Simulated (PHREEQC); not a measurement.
Polishing slurry liquid (model solution)

Consider water at 55 °C with 0.22 mol/kgw HNO3 and 0.0026 mol/kgw MgSO4. Closed to the air; pH follows from the charge balance.

Computed with PHREEQC (ion-association model, phreeqc.dat).

The pH is 0.77 and the ionic strength is 0.226 mol/kgw. The activity of water is 0.992 and the specific conductance comes out as 125000 µS/cm. The density is 0.993 g/cm³ and the total alkalinity comes out as -220 meq/kg.

```tsv
species	molality	activity	log γ
NO3-	0.220	0.147	-0.174
H+	0.218	0.171	-0.106
Mg+2	0.00258	0.000810	-0.503
HSO4-	0.00239	0.00174	-0.137
SO4-2	0.000194	5.09e-5	-0.582
MgSO4	1.85e-5	1.95e-5	0.023
```

This is a speciation only: nothing precipitates in the calculation. Species that the database lacks are ignored. At this temperature some constants are extrapolated from 25 °C, and those without enthalpy data are left unchanged.
